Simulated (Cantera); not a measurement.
Charge: 1 mol SiO2, 0.33 mol CH4, 6.6 mol N2, held at 1198.15 K and 1.00 bar.

These are equilibrium values from Cantera (NASA tables, ideal gas, pure condensed phases), not measurements of a reactor. Candidate condensed phases: C, C6H6, C7H8, C8H18, H2O, Si, SiC, SiO2, Si2N2O, Si3N4; 151 gas species. N2 is the only nitrogen source here; it is nearly inert below about 1500 K, so the nitride shown seldom forms there in practice. Mutual solubility and eutectic melting of coexisting phases are not modelled. The tables hold silica as quartz up to 1696 K and as liquid above; real silica turns to tridymite and cristobalite and melts near 1996 K. Equilibrium is a limit: real reactors are often held back by kinetics, nucleation or transport.

Task: What is the equilibrium state?

Result: 
- x(N2): 0.898
- x(H2): 0.0899
- x(CO): 0.0124
- x(CH4): 0.000129
- x(H2O): 2.96e-5
- x(HCN): 2.07e-5
- x(NH3): 4.92e-6
- x(CO2): 2.99e-6
- n(C(graphite)): 0.238 mol
- n(SiO2(β-quartz)): 0.939 mol
- n(Si2N2O(s)): 0.0304 mol
- gas amount: 7.320 mol
- log10 activity of Si(s) (absent): -7.54
